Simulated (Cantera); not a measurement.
Ammonia decomposition in nitride growth gas

An isothermal, constant-pressure homogeneous reactor starts with 86.2 % NH3, 13.8 % N2, at 1575 K and 158 Torr.

Cantera simulation using the gas-phase N/H chemistry of the illustrative SiF4/NH3 mechanism in the Surface Chemkin manual (1991); the numbers are that mechanism's predictions, not measurements. Walls and surfaces, which speed up NH3 decomposition in real reactors, are not modelled.

```json
[
 {"t (s)": "2.00e-5", "x NH3": "0.862", "x N": "<1e-12", "x H2": "1.00e-7", "x N2": "0.138", "x N2H4": "<1e-12", "x NH2": "2.04e-7", "x NH": "<1e-12"},
 {"t (s)": "7.96e-5", "x NH3": "0.862", "x N": "<1e-12", "x H2": "4.10e-7", "x N2": "0.138", "x N2H4": "3.70e-12", "x NH2": "8.23e-7", "x NH": "8.22e-12"},
 {"t (s)": "0.000317", "x NH3": "0.862", "x N": "<1e-12", "x H2": "1.64e-6", "x N2": "0.138", "x N2H4": "7.96e-11", "x NH2": "3.28e-6", "x NH": "2.43e-10"},
 {"t (s)": "0.00126", "x NH3": "0.862", "x N": "<1e-12", "x H2": "6.69e-6", "x N2": "0.138", "x N2H4": "1.36e-9", "x NH2": "1.30e-5", "x NH": "5.21e-9"},
 {"t (s)": "0.00501", "x NH3": "0.862", "x N": "1.23e-11", "x H2": "3.66e-5", "x N2": "0.138", "x N2H4": "2.01e-8", "x NH2": "4.97e-5", "x NH": "6.48e-8"},
 {"t (s)": "0.0199", "x NH3": "0.861", "x N": "9.63e-11", "x H2": "0.000398", "x N2": "0.138", "x N2H4": "8.07e-8", "x NH2": "9.94e-5", "x NH": "2.03e-7"},
 {"t (s)": "0.0794", "x NH3": "0.859", "x N": "3.55e-10", "x H2": "0.00223", "x N2": "0.138", "x N2H4": "8.21e-8", "x NH2": "0.000100", "x NH": "2.14e-7"},
 {"t (s)": "0.316", "x NH3": "0.850", "x N": "1.31e-9", "x H2": "0.00945", "x N2": "0.140", "x N2H4": "7.95e-8", "x NH2": "9.87e-5", "x NH": "2.37e-7"},
 {"t (s)": "1.26", "x NH3": "0.816", "x N": "3.86e-9", "x H2": "0.0370", "x N2": "0.147", "x N2H4": "7.25e-8", "x NH2": "9.42e-5", "x NH": "2.80e-7"},
 {"t (s)": "5.00", "x NH3": "0.700", "x N": "6.96e-9", "x H2": "0.131", "x N2": "0.169", "x N2H4": "5.69e-8", "x NH2": "8.35e-5", "x NH": "3.04e-7"}
]
```
x: mole fraction; the columns are a selection and need not sum to one.

Equilibrium at this temperature and pressure: NH3 3.31e-6, N <1e-12, H2 0.694, N2 0.306, N2H4 <1e-12, NH2 8.48e-10, NH 7.35e-12 (gas phase only).
